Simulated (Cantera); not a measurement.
A closed system holds: 1 mol SrCl2, 1.3 mol H2O, 15 mol N2, at 7.30e-6 bar.

Equilibrium computed with Cantera from the NASA thermochemical tables; the gas is ideal and each condensed phase is pure. Candidate condensed phases: H2O, NH4Cl, Sr, SrCl2, SrO, Sr(OH)2; 35 gas species. Condensed phases not in the tables: oxide chlorides. Kinetics and transport are ignored.

Task: At 1273 K, list the 6 most abundant gas species with their mole fractions, and the condensed phases.

Result: N2 0.867, H2O 0.0643, SrCl2 0.0471, HCl 0.0211, Cl 0.000314, H2 0.000228. Condensed: SrO(s).
